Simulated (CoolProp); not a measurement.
Computed with CoolProp (reference Helmholtz-energy equation of state, Lemmon 2006). It is a short technical equation, of lower accuracy than the large ones.

Task: For acetone, give the phase and the cp (kJ/(kg K)), Joule-Thomson coefficient (K/MPa) at 334.6 K and 0.286 bar.

Result: 
- 334.6 K and 0.286 bar: gas; cp 1.43, Joule-Thomson coefficient 73.6
